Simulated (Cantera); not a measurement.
What does this Cantera script print?

```python
import numpy as np
import cantera as ct

gas = ct.Solution("gri30.yaml")
gas.TPX = 450, 1000000, {'CO': 1, 'H2': 0.043, 'O2': 0.435, 'N2': 1.63, 'H2O': 0.25}
inlet = ct.Reservoir(gas, clone=True)
gas.equilibrate("HP")  # start burning
reactor = ct.IdealGasConstPressureReactor(gas, energy="on", clone=False)
exhaust = ct.Reservoir(gas, clone=True)
tau = [0.28, 0.097, 0.033, 0.011, 0.0039, 0.0013, 0.00045, 0.00015, 5.2e-05][0]
for a, b in ((inlet, reactor), (reactor, exhaust)):
    ct.MassFlowController(a, b, mdot=lambda t: reactor.mass / tau)
net = ct.ReactorNet([reactor])
show = ['CO', 'H2', 'O2', 'NO2', 'H2O']

rows = []
print(f"{'tau/s':>10s}{'T/K':>9s}" + "".join(f"{s:>11s}" for s in show))
for tau in [0.28, 0.097, 0.033, 0.011, 0.0039, 0.0013, 0.00045, 0.00015, 5.2e-05]:
    net.initial_time = 0.0
    net.advance(30 * tau)
    before = gas.X
    net.advance(40 * tau)
    drift = np.max(np.abs(gas.X - before) / (gas.X + 1e-9))
    rows.append([gas.T, *gas[show].X, drift])
    print(f"{tau:10.3e}{gas.T:9.1f}" + "".join(f"{x:11.3e}" for x in gas[show].X))
```

It prints:

```
     tau/s      T/K         CO         H2         O2        NO2        H2O
 2.800e-01   2425.3  6.045e-02  3.438e-03  1.359e-03  3.255e-07  9.542e-02
 9.700e-02   2424.3  6.057e-02  3.446e-03  1.430e-03  3.288e-07  9.538e-02
 3.300e-02   2421.5  6.091e-02  3.467e-03  1.629e-03  3.363e-07  9.527e-02
 1.100e-02   2414.1  6.183e-02  3.525e-03  2.150e-03  3.471e-07  9.500e-02
 3.900e-03   2398.4  6.378e-02  3.651e-03  3.232e-03  3.469e-07  9.445e-02
 1.300e-03   2365.3  6.787e-02  3.922e-03  5.420e-03  3.151e-07  9.342e-02
 4.500e-04   2310.0  7.462e-02  4.375e-03  8.948e-03  2.507e-07  9.182e-02
 1.500e-04   2221.8  8.513e-02  5.058e-03  1.439e-02  1.742e-07  8.948e-02
 5.200e-05   2099.4  9.945e-02  5.791e-03  2.179e-02  1.231e-07  8.674e-02
```

Detailed kinetics in Cantera: GRI-Mech 3.0 (53 species, 325 reactions). The hydrogen kinetics of GRI-Mech 3.0 are dated; newer H2 mechanisms differ, most at raised pressure.
